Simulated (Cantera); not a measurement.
Input: 1 mol H₂O, held at 0.00133 bar.

Equilibrium computed with Cantera from the NASA thermochemical tables; the gas is ideal and each condensed phase is pure. Candidate condensed phases: H₂O; 9 gas species. The numbers say what is thermodynamically allowed, not how fast it happens.

Q: At 1448 K, list the 4 most abundant gas species with their mole fractions, and the condensed phases.

A: H₂O 0.998, H₂ 0.00111, O₂ 0.000512, OH 0.000180. Condensed: gas only.
